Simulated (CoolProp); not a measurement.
A single-stage vapour-compression cycle with R22: evaporating at 298.15 K (dew point), condensing at 335.15 K (bubble point), superheat 8 K, subcooling 2 K, compressor efficiency 0.85, no pressure losses. Each further row changes one setting.

Values from CoolProp's reference Helmholtz-energy equation of state, Kamei 1995.

| case | cooling COP | pressure ratio | discharge temperature (K) | refrigerating effect (kJ/kg) | volumetric capacity (kJ/m³) |
|---|---|---|---|---|---|
| as stated | 5.33 | 2.43 | 361.4 | 142 | 5990 |
| evaporating temperature 303.15 K | 6.39 | 2.13 | ___ | 144 | 6920 |
| condensing temperature 330.15 K | ___ | 2.18 | 354.2 | 150 | 6300 |
| subcooling 7 K | 5.61 | 2.43 | 361.4 | 150 | 6310 |
| superheat 18 K | 5.32 | 2.43 | 371.5 | 151 | 6000 |
| compressor efficiency 0.75 | ___ | 2.43 | ___ | 142 | 5990 |

Q: What belongs in the gaps?

A: 
- evaporating temperature 303.15 K, discharge temperature (K): 358.7
- condensing temperature 330.15 K, cooling COP: 6.40
- compressor efficiency 0.75, cooling COP: 4.70
- compressor efficiency 0.75, discharge temperature (K): 365.0
